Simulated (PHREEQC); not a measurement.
PHREEQC input (Pitzer model, pitzer.dat):

```
SOLUTION 1
  temp 25
  units mol/kgw
  pH 7 charge
END
SELECTED_OUTPUT 1
  -reset false
  -pH true
  -pe true
  -ionic_strength true
  -water true
  -totals Ca S
  -molalities H+ Ca+2 SO4-2 OH- HSO4-
  -equilibrium_phases Gypsum
  -saturation_indices Anhydrite Portlandite
PRINT
  -reset false
USE solution 1
REACTION_PRESSURE 1
  1 50 100 200 300 400 500 600 800 1000
EQUILIBRIUM_PHASES 1
  Gypsum 0 30
END
```

Selected output (columns that matter, 10 of 10 rows; P (atm) added in front):

```
P (atm)	pH	mu	Ca	S	m_H+	m_Ca+2	m_SO4-2	m_OH-	Gypsum	si_Portlandite
1	7.0558	0.060215	0.015054	0.015054	1.0718e-07	0.015054	0.015054	1.5546e-07	29.985	-10.963
50	7.0446	0.06381	0.015952	0.015952	1.1036e-07	0.015952	0.015952	1.5945e-07	29.984	-10.951
100	7.0335	0.067503	0.016876	0.016876	1.136e-07	0.016876	0.016876	1.6356e-07	29.983	-10.938
200	7.0121	0.074925	0.018731	0.018731	1.2009e-07	0.018731	0.018731	1.7187e-07	29.981	-10.912
300	6.9918	0.082329	0.020582	0.020582	1.2657e-07	0.020582	0.020582	1.8029e-07	29.979	-10.885
400	6.9726	0.08964	0.02241	0.02241	1.3302e-07	0.02241	0.02241	1.8883e-07	29.978	-10.857
500	6.9543	0.096794	0.024199	0.024199	1.3943e-07	0.024199	0.024198	1.9747e-07	29.976	-10.829
600	6.9369	0.10373	0.025934	0.025934	1.458e-07	0.025934	0.025933	2.062e-07	29.974	-10.799
800	6.9044	0.1168	0.029201	0.029201	1.5834e-07	0.029201	0.029201	2.2391e-07	29.971	-10.739
1000	6.8748	0.12861	0.032153	0.032153	1.7058e-07	0.032153	0.032153	2.4197e-07	29.968	-10.676
```
